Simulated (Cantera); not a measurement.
An adiabatic, constant-volume homogeneous reactor starts with 35.3 % H2, 13.6 % O2, 51.1 % N2, at 1548 K and 10.0 bar.

Cantera simulation using GRI-Mech 3.0 (53 species, 325 reactions); the numbers are that mechanism's predictions, not measurements. The hydrogen kinetics of GRI-Mech 3.0 are dated; newer H2 mechanisms differ, most at raised pressure. Above 3000 K some thermodynamic fits are extrapolated.

**Question.** Predict: time of steepest temperature rise; temperature at 0.200 s; equilibrium temperature; x(H2) at 0.200 s; x(O2) at 0.200 s; x(N2O) at 0.200 s; x(H2O2) at 0.200 s; x(H) at 0.200 s.

**Answer.** 
```json
{
  "time_of_steepest_temperature_rise": "1.21 µs",
  "temperature at 0.200 s": "3274 K",
  "equilibrium_temperature": "3274 K",
  "x(H2) at 0.200 s": "0.108 (gas-phase equilibrium 0.108)",
  "x(O2) at 0.200 s": "0.00341 (gas-phase equilibrium 0.00341)",
  "x(N2O) at 0.200 s": "1.49e-6 (gas-phase equilibrium 1.49e-6)",
  "x(H2O2) at 0.200 s": "1.67e-6 (gas-phase equilibrium 1.67e-6)",
  "x(H) at 0.200 s": "0.0259 (gas-phase equilibrium 0.0259)"
}
```
